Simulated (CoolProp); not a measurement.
Vapour-liquid equilibrium of CHF3 (R23) (1) + R22 (2) at 0.414 bar; x and y are mole fractions of (1).

Values from CoolProp's multi-fluid Helmholtz-energy mixture model, Penoncello 2003 and Kamei 1995; pair parameters Bell 2016.

Question: Give the bubble temperature and the first vapour's composition at x = 0.2, 0.5, 0.8. Is there an azeotrope?

Answer: x = 0.2: 194.8 K, y = 0.767; x = 0.5: 184.4 K, y = 0.927; x = 0.8: 179.5 K, y = 0.975. No azeotrope shows between x = 0.05 and 0.95.

The pair parameters rest on a limited set of measurements; away from them the model extrapolates.
